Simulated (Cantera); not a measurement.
Feed: 1 mol TEOS, 15 mol CO2, 3.1 mol N2O, equilibrated at 1.00 bar.

Equilibrium computed with Cantera from the NASA thermochemical tables; the gas is ideal and each condensed phase is pure. Candidate condensed phases: C, C6H6, C7H8, C8H18, H2O, Si, SiC, SiO2, Si2N2O, Si3N4; 151 gas species. The feed counts by its element totals alone. The tables hold silica as quartz up to 1696 K and as liquid above; real silica turns to tridymite and cristobalite and melts near 1996 K. Gases not in the tables: Si(OH)4. Rates play no part. All values below are at 950 °C.

Base state: CO 0.421, CO2 0.216, H2 0.158, H2O 0.119, N2 0.0859 (mole fractions); condensed: SiO2(β-quartz).

Question: What changes in the equilibrium state with this change: N2O from 3.1 to 0.11 mol?

Answer: 
```tsv
species	before	after
CO	0.421	0.519
H2	0.158	0.202
CO2	0.216	0.175
N2	0.0859	0.00332
H2O	0.119	0.0998
CH4	3.75e-6	1.15e-5
SiO2(β-quartz), mol	1.00	1.00
```

Question: What changes in the equilibrium state with this change: CO2 from 15 to 2.5 mol?

Answer: 
```json
[
 {"species": "CO", "before": "0.421", "after": "0.430"},
 {"species": "H2", "before": "0.158", "after": "0.426"},
 {"species": "N2", "before": "0.0859", "after": "0.135"},
 {"species": "CO2", "before": "0.216", "after": "0.00255"},
 {"species": "H2O", "before": "0.119", "after": "0.00369"},
 {"species": "CH4", "before": "3.75e-6", "after": "0.00242"},
 {"species": "HCN", "before": "1.26e-7", "after": "2.29e-5"},
 {"species": "NH3", "before": "3.17e-6", "after": "1.76e-5"},
 {"species": "SiO2(β-quartz), mol", "before": "1.00", "after": "1.00"},
 {"species": "C(graphite), mol", "before": "0", "after": "0.487"}
]
```

Question: What changes in the equilibrium state with this change: TEOS replaced by SiH4?

Answer: 
```
species              before    after
-------------------  ------  -------
CO2                   0.216    0.705
N2                   0.0859    0.154
H2O                   0.119   0.0957
CO                    0.421   0.0410
H2                    0.158  0.00381
SiO2(β-quartz), mol    1.00     1.00
```
